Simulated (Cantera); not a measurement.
An adiabatic, constant-pressure homogeneous reactor starts with CO : H₂ : CH₄ : O₂ : N₂ = 1 : 0.049 : 1.1 : 8.26 : 31 (molar parts), equivalence ratio 0.33, at 1550 K and 4.93 atm. Integrator tolerance rtol = 1e-08.

Cantera simulation using GRI-Mech 3.0 (53 species, 325 reactions); the numbers are that mechanism's predictions, not measurements.

What does this change do: constant volume in place of constant pressure?


```
quantity                                                              before                                      after
---------------------------------  -----------------------------------------  -----------------------------------------
time of steepest temperature rise                                   0.114 ms                                   0.110 ms
temperature at 2.00 s                                                 2260 K                                     2416 K
equilibrium temperature                                               2260 K                                     2416 K
x(CO) at 2.00 s                    0.000570 (gas-phase equilibrium 0.000570)    0.00119 (gas-phase equilibrium 0.00119)
x(H₂) at 2.00 s                    0.000110 (gas-phase equilibrium 0.000110)  0.000209 (gas-phase equilibrium 0.000209)
x(CH₄) at 2.00 s                       <1e-12 (gas-phase equilibrium <1e-12)      <1e-12 (gas-phase equilibrium <1e-12)
x(N₂O) at 2.00 s                     1.34e-6 (gas-phase equilibrium 1.34e-6)    2.25e-6 (gas-phase equilibrium 2.25e-6)
x(CH₂) at 2.00 s                       <1e-12 (gas-phase equilibrium <1e-12)      <1e-12 (gas-phase equilibrium <1e-12)
```

What does this change do: pressure from 4.93 atm to 1.38 atm?


| quantity | before | after |
|---|---|---|
| time of steepest temperature rise | 0.114 ms | 0.317 ms |
| temperature at 2.00 s | 2260 K | 2249 K |
| equilibrium temperature | 2260 K | 2249 K |
| x(CO) at 2.00 s | 0.000570 (gas-phase equilibrium 0.000570) | 0.000998 (gas-phase equilibrium 0.000998) |
| x(H₂) at 2.00 s | 0.000110 (gas-phase equilibrium 0.000110) | 0.000193 (gas-phase equilibrium 0.000193) |
| x(CH₄) at 2.00 s | <1e-12 (gas-phase equilibrium <1e-12) | <1e-12 (gas-phase equilibrium <1e-12) |
| x(N₂O) at 2.00 s | 1.34e-6 (gas-phase equilibrium 1.34e-6) | 6.94e-7 (gas-phase equilibrium 6.94e-7) |
| x(CH₂) at 2.00 s | <1e-12 (gas-phase equilibrium <1e-12) | <1e-12 (gas-phase equilibrium <1e-12) |
